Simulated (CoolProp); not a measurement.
Isobutane along the isobar 25.9 bar: fugacity coefficient from the reference equation and from simpler models built on Tc = 407.8 K, pc = 36.29 bar, ω = 0.184; each cubic takes its own stable root.

Values from CoolProp's reference Helmholtz-energy equation of state, Bücker 2006.

```
T (K)   phase  reference
-----  ------  ---------
325.5  liquid     0.2604
341.9  liquid     0.3597
358.3  liquid     0.4760
374.7  liquid     0.6061
391.1     gas     0.7255
407.4     gas     0.7628
423.8     gas     0.7930
440.2     gas     0.8180
456.6     gas     0.8393
473       gas     0.8575
489.4     gas     0.8732
505.8     gas     0.8870
522.1     gas     0.8990
538.5     gas     0.9096
```

Problem. How far does each simpler model (van der Waals, Soave-Redlich-Kwong) lie from the reference over these 14 states: mean and median of the absolute difference, and the worst?

Solution. 
- van der Waals: mean 14.6 %, median 1.7 %, worst +78.4 % at 325.5 K and 25.9 bar
- Soave-Redlich-Kwong: mean 0.7 %, median 0.3 %, worst +2.2 % at 341.9 K and 25.9 bar
